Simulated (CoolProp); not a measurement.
Nitrogen at 293.15 K and 2.99 MPa is throttled through a valve to 2.06 MPa with no heat exchange. Each further row changes one setting.

Model: reference Helmholtz-energy equation of state, Span 2000, in CoolProp.

| case | temperature change (K) | final density (kg/m³) |
|---|---|---|
| as stated | -1.9 | 23.9 |
| outlet pressure 0.618 MPa | -5.1 | 7.24 |
| outlet pressure 2.68 MPa | -0.6 | 31.0 |
